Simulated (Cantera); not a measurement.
Mixture: CH3OH : O2 : N2 : H2O = 1 : 0.714 : 2.69 : 0.51 (molar parts), equivalence ratio 2.1, at 0.316 atm, adiabatic and at constant volume. Ignition delay is the time to a rise of 400 K.

Model: GRI-Mech 3.0 (53 species, 325 reactions), integrated in Cantera. GRI-Mech 3.0 was tuned for natural gas; its chemistry of methanol as a main component is partial and can be far from experiment.

Problem. Predict: delay at 1050 K; delay at 1150 K; delay at 1250 K; delay at 1350 K; delay at 1450 K; delay at 1550 K; delay at 1650 K; apparent activation energy between 1450 and 1650 K.

Solution. 
* **delay at 1050 K**: 0.304 s
* **delay at 1150 K**: 41.3 ms
* **delay at 1250 K**: 7.79 ms
* **delay at 1350 K**: 1.92 ms
* **delay at 1450 K**: 0.594 ms
* **delay at 1550 K**: 0.222 ms
* **delay at 1650 K**: 97.0 µs
* **apparent activation energy between 1450 and 1650 K**: 180 kJ/mol
